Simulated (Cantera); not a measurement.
Charge: 1 mol C₃H₆, 69 mol H₂, 0.011 mol NH₃, at 76000 Pa.

Method: chemical equilibrium by Gibbs-energy minimisation in Cantera with the NASA 1993 tables (ideal gas, pure condensed phases). Candidate condensed phases: C, C₆H₆, C₇H₈, C₈H₁₈; 92 gas species. Rates play no part. All values below are at 1175 °C.

Base state: H₂ 0.997, CH₄ 0.00252, N₂ 7.32e-5, H 1.06e-5 (mole fractions); condensed: C(graphite).

Problem. What changes in the equilibrium state with this change: pressure from 76000 Pa to 500 Pa?

Solution. 
```json
[
 {"species": "H₂", "before": "0.997", "after": "1.000"},
 {"species": "H", "before": "1.06e-5", "after": "0.000130"},
 {"species": "N₂", "before": "7.32e-5", "after": "7.32e-5"},
 {"species": "CH₄", "before": "0.00252", "after": "1.67e-5"},
 {"species": "C(graphite), mol", "before": "2.82", "after": "3.00"}
]
```

Problem. What changes in the equilibrium state with this change: pressure from 76000 Pa to 101000 Pa?

Solution. 
```json
[
 {"species": "H₂", "before": "0.997", "after": "0.997"},
 {"species": "CH₄", "before": "0.00252", "after": "0.00336"},
 {"species": "N₂", "before": "7.32e-5", "after": "7.32e-5"},
 {"species": "H", "before": "1.06e-5", "after": "9.14e-6"},
 {"species": "C(graphite), mol", "before": "2.82", "after": "2.76"}
]
```
